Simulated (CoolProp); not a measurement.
Model: reference Helmholtz-energy equation of state, Schroeder 2014, in CoolProp.

Question: For ethanol, give the phase and the isothermal compressibility (1/MPa), viscosity (µPa s) at 510.9 K and 71.6 bar; 547.2 K and 71.6 bar; 565.4 K and 71.6 bar.

Answer: 
- 510.9 K and 71.6 bar: liquid; isothermal compressibility 0.0591, viscosity 59.2
- 547.2 K and 71.6 bar: supercritical; isothermal compressibility 0.272, viscosity 20.1
- 565.4 K and 71.6 bar: supercritical; isothermal compressibility 0.216, viscosity 19.9

Viscosity comes from a separate model (Kiselev 2005).
